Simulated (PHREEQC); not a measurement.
A solution holds 0.0023 mol NaAlO2 per kg of water, at 25 °C. Closed to the air; pH follows from the charge balance.

Model: ion-association model, wateq4f.dat, run in PHREEQC.

| Property | Value |
|---|---|
| pH | 8.53 |
| ionic strength | 0.00230 mol/kgw |
| total alkalinity | 9.20 meq/kg |

| species | molality | activity | log γ |
|---|---|---|---|
| Na+ | 0.00230 | 0.00218 | -0.023 |
| Al(OH)4- | 0.00230 | 0.00218 | -0.023 |
| OH- | 3.57e-6 | 3.38e-6 | -0.023 |
| Al(OH)3 | 3.42e-6 | 3.42e-6 | 0.000 |
| Al(OH)2+ | 7.24e-8 | 6.87e-8 | -0.023 |
| H+ | 3.11e-9 | 2.96e-9 | -0.021 |

This is a speciation only: nothing precipitates in the calculation. The solution is supersaturated, for example in Al(OH)3(a), Boehmite (slow to form), so a real one may precipitate; this is no full list.
